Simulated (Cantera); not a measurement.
An adiabatic, constant-pressure homogeneous reactor starts with 8.01 % CH3OH, 18.8 % O2, 70.6 % N2, 2.64 % H2O, at 1398 K and 1.00 bar.

Model: GRI-Mech 3.0 (53 species, 325 reactions), integrated in Cantera. GRI-Mech 3.0 was tuned for natural gas; its chemistry of methanol as a main component is partial and can be far from experiment.

Predict: time of steepest temperature rise; temperature at 1.00 s; equilibrium temperature; x(O2) at 1.00 s; x(H2O) at 1.00 s; x(NO) at 1.00 s.


```json
{
  "time_of_steepest_temperature_rise": "0.677 ms",
  "temperature at 1.00 s": "2484 K",
  "equilibrium_temperature": "2484 K",
  "x(O2) at 1.00 s": "0.0603 (gas-phase equilibrium 0.0603)",
  "x(H2O) at 1.00 s": "0.166 (gas-phase equilibrium 0.166)",
  "x(NO) at 1.00 s": "0.0110 (gas-phase equilibrium 0.0110)"
}
```
